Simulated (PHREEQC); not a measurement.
Solution (25 °C): 0.18 mol/kgw HF, 0.00078 mol/kgw (NH4)2SiF6, 0.13 mol/kgw H3BO3 and 0.099 mol/kgw H2SO4. Closed to the air; pH follows from the charge balance.

Equilibrium calculation in PHREEQC: ion-association model, wateq4f.dat.

```
quantity                    before     after
------------------------  --------  --------
pH                            0.89      1.52
ionic strength (mol/kgw)     0.177    0.0431
HF (mol/kgw)               0.00552   0.00402
SiF6-2 (mol/kgw)          0.000392   8.97e-5
H2F2 (mol/kgw)             8.26e-5   4.25e-5
F- (mol/kgw)               4.18e-5  0.000108
SI of Chalcedony (SiO2)      +0.16     -0.62
```

**Question.** Name the change that produced these shifts.
A. (NH4)2SiF6 replaced by Na2SiF6 at the same molality
B. diluted 5-fold with water
C. 0.0021 mol/kgw H3PO4 added
D. H3BO3 left out
E. H2SO4 left out

**Answer.** B, diluted 5-fold with water

Precipitation was switched off in this run. Some of these states are supersaturated (in Quartz (slow to form), Chalcedony (slow to form), for instance). SiF6-2 is the database's only silicon fluoride. Real BF4- forms and hydrolyses slowly; the run takes it at equilibrium.
